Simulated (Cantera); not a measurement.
A Cantera script and its output.

```python
import numpy as np
import cantera as ct

gas = ct.Solution("gri30.yaml")
gas.TPX = 575, 19000, {'CH4': 1, 'H2': 0.063, 'O2': 1.35, 'N2': 5.09, 'H2O': 1.1}
flame = ct.FreeFlame(gas, width=0.13)
flame.set_refine_criteria(ratio=3, slope=0.08, curve=0.16)
flame.transport_model = "mixture-averaged"
flame.solve(loglevel=0, auto=True)
z, T = flame.grid, flame.T
thick = (T[-1] - T[0]) / np.gradient(T, z).max()
show = ['CH4', 'H2', 'O2', 'NO', 'OH', 'C2H']
print(f"laminar burning velocity  {flame.velocity[0] * 100:.3f} cm/s")
print(f"burnt temperature         {T[-1]:.1f} K")
print(f"thermal thickness         {thick * 1e3:.4f} mm")
print(f"grid points               {len(z)}")
z0 = z[flame.heat_release_rate.argmax()]
print(f"{'z/mm':>9s}{'T/K':>9s}{'u/(m/s)':>9s}" + "".join(f"{s:>11s}" for s in show))
rows = []
for k in (-3, -2, -1.5, -1, -0.5, -0.25, 0, 0.25, 0.5, 1, 2, 4, 8):
    zz = z0 + k * thick
    rows.append([k * thick, np.interp(zz, z, T), np.interp(zz, z, flame.velocity),
                 *(np.interp(zz, z, flame.X[gas.species_index(s)]) for s in show)])
    print(f"{rows[-1][0] * 1e3:9.3f}{rows[-1][1]:9.1f}{rows[-1][2]:9.3f}" + "".join(f"{x:11.3e}" for x in rows[-1][3:]))
```

It prints:

```
laminar burning velocity  49.669 cm/s
burnt temperature         1899.3 K
thermal thickness         3.5075 mm
grid points               133
     z/mm      T/K  u/(m/s)        CH4         H2         O2         NO         OH        C2H
  -10.522    576.3    0.500  1.155e-01  1.264e-02  1.560e-01  1.079e-09  1.490e-11  7.443e-23
   -7.015    581.9    0.508  1.143e-01  1.900e-02  1.548e-01  6.346e-09  3.369e-10  9.445e-21
   -5.261    600.6    0.528  1.120e-01  2.635e-02  1.526e-01  2.864e-08  5.575e-09  1.091e-18
   -3.507    694.7    0.620  1.037e-01  3.919e-02  1.446e-01  2.113e-07  1.907e-07  1.928e-15
   -1.754   1062.0    0.970  7.196e-02  5.805e-02  1.096e-01  1.479e-06  6.330e-06  4.362e-11
   -0.877   1377.7    1.276  4.174e-02  6.815e-02  7.214e-02  3.054e-06  6.857e-05  7.597e-09
    0.000   1663.9    1.559  1.363e-02  7.554e-02  3.144e-02  5.727e-06  4.110e-04  2.610e-07
    0.877   1806.3    1.698  2.753e-03  7.844e-02  9.287e-03  9.971e-06  8.987e-04  7.365e-07
    1.754   1853.0    1.740  6.129e-04  8.033e-02  2.438e-03  1.485e-05  1.073e-03  5.445e-07
    3.507   1875.2    1.756  6.529e-05  8.336e-02  2.199e-04  2.276e-05  1.036e-03  1.604e-07
    7.015   1883.1    1.760  4.904e-06  8.537e-02  4.424e-05  3.202e-05  9.281e-04  1.894e-08
   14.030   1887.8    1.764  1.699e-07  8.592e-02  3.234e-05  4.066e-05  8.177e-04  5.747e-10
   28.060   1893.3    1.768  2.097e-09  8.610e-02  2.154e-05  4.588e-05  6.725e-04  5.026e-12
```

Computed with Cantera and GRI-Mech 3.0 (53 species, 325 reactions). Burning velocities carry a grid error of a few per cent, more on coarse grids.
